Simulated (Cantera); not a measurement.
An isothermal, constant-pressure homogeneous reactor starts with 1.16 % CO, 2.03 % O₂, 0.318 % H₂O, 96.5 % N₂, equivalence ratio 0.29, at 1325 K and 9.30 bar.

Detailed kinetics in Cantera: GRI-Mech 3.0 (53 species, 325 reactions).

One state of this run: x CO = 7.96e-9; x O₂ = 0.0146; x H₂O = 0.00320; x H₂O₂ = 7.80e-11; x N₂O = 3.02e-8; x O = 1.10e-8. x: mole fraction; the columns are a selection and need not sum to one.

Q: Which value of t (s) does it belong to?
A. 6.54e-5
B. 30.0
C. 0.000214
D. 0.00229

A: B, 30.0
